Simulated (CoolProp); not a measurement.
Saturated liquid density (kg/m³) of 1-butene: the reference equation beside estimates from Tc = 419.3 K, pc = 4006 kPa, ω = 0.192. Rackett uses Z = 0.29056 − 0.08775 ω.

Values from CoolProp's reference Helmholtz-energy equation of state, Lemmon 2005. It is a short technical equation, of lower accuracy than the large ones.

```json
[
 {"T (K)": "309.1", "reference": "574.2", "Rackett": "570.3", "van der Waals": "355.6", "Soave-Redlich-Kwong": "527.5", "Peng-Robinson": "598.0"},
 {"T (K)": "312.3", "reference": "569.9", "Rackett": "566.1", "van der Waals": "352.9", "Soave-Redlich-Kwong": "522.9", "Peng-Robinson": "592.9"},
 {"T (K)": "315.6", "reference": "565.5", "Rackett": "561.7", "van der Waals": "350.1", "Soave-Redlich-Kwong": "518.0", "Peng-Robinson": "587.4"},
 {"T (K)": "318.8", "reference": "561.2", "Rackett": "557.4", "van der Waals": "347.4", "Soave-Redlich-Kwong": "513.2", "Peng-Robinson": "582.1"},
 {"T (K)": "322", "reference": "556.8", "Rackett": "553.0", "van der Waals": "344.6", "Soave-Redlich-Kwong": "508.3", "Peng-Robinson": "576.6"},
 {"T (K)": "325.2", "reference": "552.3", "Rackett": "548.5", "van der Waals": "341.7", "Soave-Redlich-Kwong": "503.3", "Peng-Robinson": "570.9"},
 {"T (K)": "328.4", "reference": "547.8", "Rackett": "544.0", "van der Waals": "338.8", "Soave-Redlich-Kwong": "498.1", "Peng-Robinson": "565.1"},
 {"T (K)": "331.6", "reference": "543.2", "Rackett": "539.3", "van der Waals": "335.9", "Soave-Redlich-Kwong": "492.8", "Peng-Robinson": "559.2"},
 {"T (K)": "334.8", "reference": "538.5", "Rackett": "534.6", "van der Waals": "332.9", "Soave-Redlich-Kwong": "487.4", "Peng-Robinson": "553.1"},
 {"T (K)": "338", "reference": "533.7", "Rackett": "529.9", "van der Waals": "329.8", "Soave-Redlich-Kwong": "481.9", "Peng-Robinson": "546.9"},
 {"T (K)": "341.2", "reference": "528.8", "Rackett": "525.0", "van der Waals": "326.6", "Soave-Redlich-Kwong": "476.2", "Peng-Robinson": "540.4"},
 {"T (K)": "344.5", "reference": "523.7", "Rackett": "519.8", "van der Waals": "323.3", "Soave-Redlich-Kwong": "470.2", "Peng-Robinson": "533.6"},
 {"T (K)": "347.7", "reference": "518.6", "Rackett": "514.8", "van der Waals": "320.0", "Soave-Redlich-Kwong": "464.2", "Peng-Robinson": "526.8"},
 {"T (K)": "350.9", "reference": "513.4", "Rackett": "509.6", "van der Waals": "316.7", "Soave-Redlich-Kwong": "458.1", "Peng-Robinson": "519.8"}
]
```

Absolute difference from the reference over all 14 rows, mean and median: Rackett 0.7 and 0.7 %, van der Waals 38.2 and 38.2 %, Soave-Redlich-Kwong 9.3 and 9.2 %, Peng-Robinson 2.9 and 3.1 %.
